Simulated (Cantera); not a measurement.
Input: 1 mol CH₃Cl, 0.24 mol H₂, at 5.00 Pa.

Method: chemical equilibrium by Gibbs-energy minimisation in Cantera with the NASA 1993 tables (ideal gas, pure condensed phases). Candidate condensed phases: C, C₆H₆, C₇H₈, C₈H₁₈; 91 gas species. Rates play no part.

**Question.** At 2452 °C, list the 7 most abundant gas species with their mole fractions, and the condensed phases.

**Answer.** H 0.696, Cl 0.202, C₃ 0.0507, C 0.0336, C₂ 0.00824, H₂ 0.00622, HCl 0.00260. Condensed: gas only.
